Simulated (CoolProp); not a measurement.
Properties of dimethyl carbonate along the isotherm 326.85 °C.

The numbers come from the reference Helmholtz-energy equation of state, Zhou 2011 in CoolProp.

```tsv
p (MPa)	phase	Z	cp (kJ/(kg K))	cv (kJ/(kg K))	expansivity (1/kK)
0.155	gas	0.9914	1.865	1.769	1.715
0.242	gas	0.9866	1.868	1.770	1.743
0.376	gas	0.9791	1.873	1.771	1.787
0.586	gas	0.9672	1.880	1.773	1.861
0.912	gas	0.9485	1.893	1.776	1.985
1.42	gas	0.9186	1.917	1.781	2.208
2.21	gas	0.8697	1.964	1.790	2.648
3.44	gas	0.7863	2.081	1.808	3.707
5.36	supercritical	0.6308	2.540	1.852	7.614
8.35	supercritical	0.3950	3.992	1.909	16.31
13	supercritical	0.4226	2.952	1.875	5.870
20.2	supercritical	0.5666	2.591	1.864	3.176
31.5	supercritical	0.7990	2.414	1.864	2.041
49.1	supercritical	1.146	2.316	1.870	1.437
```

The peak of cp marks the crossing from liquid-like to gas-like fluid above the critical point.
